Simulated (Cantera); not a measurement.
What does this Cantera script print?

```python
import numpy as np
import cantera as ct

gas_names = """
    H HO2 H2 H2O H2O2 O OH O2 O3 Ti TiO TiO2
""".split()
cond_names = """
    H2O(s) H2O(L) Ti(a) Ti(b) Ti(L) TiO(a) TiO(b) TiO(L) TiO2(ru) TiO2(L) Ti2O3(a) Ti2O3(b) Ti2O3(L)
    Ti3O5(a) Ti3O5(b) Ti3O5(L) Ti4O7(s) Ti4O7(L)
""".split()


def load(file, names, dense=False):
    # The tables refer to 1 bar. Condensed volumes are neglected.
    table = {s.name: s for s in ct.Species.list_from_file(file)}
    out = []
    for n in names:
        d = dict(table[n].input_data)
        d["thermo"] = dict(d["thermo"], **{"reference-pressure": 1e5})
        if dense:
            d["equation-of-state"] = {"model": "constant-volume", "density": "1e6 g/cm^3"}
        out.append(ct.Species.from_dict(d))
    return out


gas = ct.Solution(thermo="ideal-gas", species=load("nasa_gas.yaml", gas_names))
cond = {s.name: ct.Solution(thermo="fixed-stoichiometry", species=[s], name=s.name)
        for s in load("nasa_condensed.yaml", cond_names, dense=True)}
atoms = {
    'TiO2': {'Ti': 1, 'O': 2},
    'H2': {'H': 2},
}
top_T = {}  # K; cautious upper limits of use, not melting points


def equilibrate(T, P, feed):
    n = {}
    for name, mol in feed.items():
        for a, k in atoms[name].items():
            n[a] = n.get(a, 0.0) + k * mol
    gas.TPX = T, P, n
    mass = sum(n.values()) * gas.mean_molecular_weight
    gas.equilibrate("TP")
    valid = [c for c in cond.values() if c.min_temp <= T <= top_T.get(c.name, c.max_temp)]
    mix = ct.Mixture([(gas, mass / gas.mean_molecular_weight)] + [(c, 0.0) for c in valid])
    mix.T, mix.P = T, P
    mix.equilibrate("TP", solver="vcs", rtol=1e-11, max_steps=5000)
    return mix


results = []
T = 1875  # K
P = 29  # Pa
for m in [60, 85, 120, 180, 250, 360, 520, 740, 1100, 1500]:
    feed = {'TiO2': 1, 'H2': m}  # mol
    mix = equilibrate(T, P, feed)
    results.append((T, P, feed, dict(zip(mix.species_names, mix.species_moles))))

top = {s: max(r[3][s] / sum(r[3][g] for g in gas_names) for r in results) for s in gas_names}
cols = sorted((s for s in top if top[s] > 1e-05), key=lambda s: -top[s])[:6]
seen = [c for c in cond_names if any(r[3].get(c, 0) > 1e-12 for r in results)]
print("log10 of partial pressures in bar; condensed amounts in mol")
print(f"{'n(H2)':>10s}" + "".join(f"{s[:9]:>10s}" for s in cols + seen))
for T, P, feed, n in results:
    ng = sum(n[g] for g in gas_names)
    print(f"{feed['H2']:10.4g}" + "".join(f"{np.log10(max(n[s] / ng * P / 1e5, 1e-99)):10.3f}" for s in cols)
          + "".join(f"{n.get(c, 0):10.4g}" for c in seen))
```

Output:

```
log10 of partial pressures in bar; condensed amounts in mol
     n(H2)        H2         H       H2O       TiO      TiO2        OH  Ti2O3(b)  Ti3O5(b)
        60    -3.557    -4.962    -5.801    -7.982    -8.169    -8.314         0    0.3321
        85    -3.556    -4.961    -5.951    -7.882    -8.219    -8.465         0    0.3314
       120    -3.556    -4.961    -6.098    -7.783    -8.268    -8.612         0    0.3303
       180    -3.555    -4.961    -6.216    -7.705    -8.307    -8.730    0.1367     0.237
       250    -3.555    -4.961    -6.240    -7.693    -8.320    -8.754    0.4889         0
       360    -3.555    -4.961    -6.393    -7.616    -8.396    -8.907     0.482         0
       520    -3.555    -4.961    -6.544    -7.541    -8.472    -9.058    0.4703         0
       740    -3.555    -4.961    -6.682    -7.471    -8.541    -9.197    0.4517         0
      1100    -3.555    -4.961    -6.827    -7.399    -8.614    -9.342    0.4166         0
      1500    -3.555    -4.961    -6.930    -7.347    -8.665    -9.444    0.3729         0
```

These are equilibrium values from Cantera (NASA tables, ideal gas, pure condensed phases), not measurements of a reactor. Mutual solubility and eutectic melting of coexisting phases are not modelled.
